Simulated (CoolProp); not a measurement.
Properties of n-perfluoropentane along the isobar 14.1 bar (Tc = 147.9 °C, pc = 20.63 bar, ω = 0.436).

Model: reference Helmholtz-energy equation of state, Gao 2022, in CoolProp.

| T (°C) | phase | cv (kJ/(kg K)) | fugacity coefficient |
|---|---|---|---|
| 24.65 | liquid | 0.8247 | 0.06335 |
| 41.55 | liquid | 0.8477 | 0.1120 |
| 58.35 | liquid | 0.8698 | 0.1819 |
| 75.25 | liquid | 0.8918 | 0.2767 |
| 92.05 | liquid | 0.9142 | 0.3957 |
| 108.95 | liquid | 0.9386 | 0.5383 |
| 125.75 | liquid | 0.9695 | 0.6970 |
| 142.65 | gas | 0.9747 | 0.7599 |
| 159.45 | gas | 0.9824 | 0.7942 |
| 176.35 | gas | 0.9929 | 0.8223 |
| 193.15 | gas | 1.004 | 0.8456 |
| 210.05 | gas | 1.016 | 0.8656 |
| 226.85 | gas | 1.028 | 0.8826 |
